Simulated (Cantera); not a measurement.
## Stirred combustor or abatement burner

A perfectly stirred reactor is fed with CH4 : O2 : N2 = 1 : 1.82 : 6.84 (molar parts), at 101000 Pa; it is adiabatic with a 373 K inlet, and is followed from long to short residence time, starting on the burning branch (τ in s: 0.37, 0.12, 0.039, 0.013, 0.0042, 0.0014, 0.00045, 0.00015, 4.9e-05, 1.6e-05).

Detailed kinetics in Cantera: GRI-Mech 3.0 (53 species, 325 reactions).

```
τ (s)    T (K)     x CH4      x O2    x HCN   x H2O    x C2H6    x H2
-------  -----  --------  --------  -------  ------  --------  ------
0.37      2248   1.99e-6  0.000813  3.87e-7   0.188  1.37e-12  0.0126
0.12      2239   4.63e-6   0.00117  7.92e-7   0.188  7.56e-12  0.0129
0.039     2221   9.69e-6   0.00190  1.33e-6   0.186  3.23e-11  0.0135
0.013     2190   1.94e-5   0.00317  1.88e-6   0.184  1.17e-10  0.0146
0.0042    2142   4.08e-5   0.00521  2.38e-6   0.180  4.39e-10  0.0163
0.0014    2079   9.05e-5   0.00792  2.84e-6   0.175   1.81e-9  0.0184
0.00045   2002  0.000232    0.0116  3.61e-6   0.170   1.04e-8  0.0207
0.00015   1915  0.000714    0.0172  5.56e-6   0.165   9.91e-8  0.0226
4.9e-5     373     0.104     0.188   <1e-12  <1e-12    <1e-12  <1e-12
1.6e-5     373     0.104     0.188   <1e-12  <1e-12    <1e-12  <1e-12
```
x: mole fraction; the columns are a selection and need not sum to one.
